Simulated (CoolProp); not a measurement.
A Linde-Hampson liquefier for oxygen: isothermal reversible compression at 200 K from 1 atm to 15 MPa, throttling to 1 atm, return gas leaving the recuperator 0 K below the feed. Each further row changes one setting.

Model: reference Helmholtz-energy equation of state, Schmidt 1985, in CoolProp.

```csv
case,liquid yield per pass,compression work (kJ/kg of gas)
as stated,0.289,236
high pressure 30 MPa,(withheld),(withheld)
warm-end temperature 230 K,(withheld),(withheld)
warm-end gap 5 K,(withheld),236
```

Task: Some entries are withheld; supply them.

Result: 
- high pressure 30 MPa, liquid yield per pass: 0.370
- high pressure 30 MPa, compression work (kJ/kg of gas): 261
- warm-end temperature 230 K, liquid yield per pass: 0.181
- warm-end temperature 230 K, compression work (kJ/kg of gas): 283
- warm-end gap 5 K, liquid yield per pass: 0.278
